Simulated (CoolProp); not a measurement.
Vapour pressure (kPa) of fluoroethane (R161): the reference equation beside estimates from Tc = 375.2 K, pc = 5010 kPa, ω = 0.216.

Computed with CoolProp (reference Helmholtz-energy equation of state, Wu 2012).

| T (K) | reference | Lee-Kesler | Redlich-Kwong | Soave-Redlich-Kwong |
|---|---|---|---|---|
| 242.8 | 139.5 | 138.1 | 217.3 | 138.4 |
| 246.7 | 164.4 | 163.2 | 252.0 | 163.3 |
| 250.5 | 191.9 | 190.9 | 289.6 | 191.0 |
| 254.4 | 223.7 | 222.9 | 332.4 | 222.9 |
| 258.2 | 258.4 | 258.0 | 378.3 | 257.9 |
| 262.1 | 298.3 | 298.2 | 430.0 | 298.1 |
| 265.9 | 341.4 | 341.8 | 485.2 | 341.6 |
| 269.8 | 390.5 | 391.4 | 546.9 | 391.2 |
| 273.6 | 443.3 | 444.7 | 612.2 | 444.7 |
| 277.5 | 502.9 | 504.9 | 684.8 | 505.1 |
| 281.3 | 566.6 | 569.2 | 761.3 | 569.7 |
| 285.2 | 638.1 | 641.2 | 845.8 | 642.3 |
| 289 | 714.1 | 717.8 | 934.2 | 719.5 |

Absolute difference from the reference over all 13 rows, mean and median: Lee-Kesler 0.4 and 0.4 %, Redlich-Kwong 42.6 and 42.1 %, Soave-Redlich-Kwong 0.4 and 0.4 %.
